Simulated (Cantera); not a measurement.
Source: NASA polynomial tables (part measured, part estimated), evaluated in Cantera. Values are per mole of reaction as written; species without (g) are pure solids or liquids, kept so even where they would boil at 1 bar.

Q: Between 1448 and 1848 K, where is each reaction favourable under standard conditions?
- 6 H(g) + 3 Cu + 2 NF₃(g) → 2 NH₃(g) + 3 CuF₂

A: 
- 6 H(g) + 3 Cu + 2 NF₃(g) → 2 NH₃(g) + 3 CuF₂: ΔG° is -1782 kJ at 1448 K and -1553 kJ at 1848 K; it stays negative (K > 1). ΔH° is -2601 kJ and ΔS° -567 J/K at 1848 K.
